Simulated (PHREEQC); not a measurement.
**Hard or scaling water with alkaline etch or developer: an equilibrium model**

Solution A (0.011 mol/kgw CaCl2 and 0.0002 mol/kgw NaF) is mixed with solution B (43 mmol/kgw KOH, 0.059 mmol/kgw K2SiO3 and 2.7 mmol/kgw (CH3)4NCl) at 25 °C; shares are by mass of water, 1 kg in all. Oxygen alone is held at its pressure in air (log pO2 = -0.68). No CO2 enters from the air. Only these solids could form: Fluorite, Portlandite, SiO2(a), Halite.

The series has 21 steps of share of solution B, from 0 to 1.

All values are PHREEQC results (ion-association model, wateq4f.dat), not measurements.

Q: Which solids form, in which order, and at which step of the series does each first stand?

A: Fluorite from the start (pH 6.99), last present at share of solution B = 0.4.

Species that the database lacks are ignored. (CH3)4N+ isn't in the database: it is added as a free cation with an ion size of 4 Å. SiF6-2 is the database's only silicon fluoride.
